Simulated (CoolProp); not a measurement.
CF4 (R14) at several states: fugacity coefficient from the reference equation and from simpler models built on Tc = 227.4 K, pc = 3762 kPa, ω = 0.178; each cubic takes its own stable root.

Computed with CoolProp (reference Helmholtz-energy equation of state, Platzer 1990). This equation is an older, rougher fit; its heat capacities, sound speeds and derivatives of the liquid may be far off and weren't checked against measurements.

```tsv
T (K)	p (kPa)	phase	reference	van der Waals	Redlich-Kwong	Soave-Redlich-Kwong	Peng-Robinson
307.3	3860	supercritical	0.8817	0.8625	[?]	[?]	[?]
277.6	103	gas	0.9951	0.9951	0.9948	0.9953	0.9945
141.6	800	liquid	0.09879	0.4694	[?]	0.09856	0.09941
224.9	622	gas	0.9424	0.9498	0.9424	0.9422	[?]
397.4	251	gas	0.9976	0.9956	0.9963	0.9980	0.9967
282.6	10900	supercritical	0.6211	[?]	0.5992	[?]	0.6018
```

### Question
Complete the blanks.

### Answer

- 307.3, Redlich-Kwong: 0.8684
- 307.3, Soave-Redlich-Kwong: 0.8896
- 307.3, Peng-Robinson: 0.8668
- 141.6, Redlich-Kwong: 0.1400
- 224.9, Peng-Robinson: 0.9362
- 282.6, van der Waals: 0.5807
- 282.6, Soave-Redlich-Kwong: 0.6419
